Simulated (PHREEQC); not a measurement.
# Acid rinse or clean (model solution)

Dissolve 0.0049 mol HNO3, 0.00036 mol ZnSO4 and 0.0041 mol MnSO4 per kg of water at 20 °C. Closed to the air; pH follows from the charge balance.

Computed with PHREEQC (ion-association model, phreeqc.dat).

Precipitation was switched off in this run.

Task: Estimate the pH.

Result: pH 2.42.

Task: In which forms is S present?

Result: SO4-2 69 %, HSO4- 15 %, MnSO4 14 %, ZnSO4 1.6 % of the S.
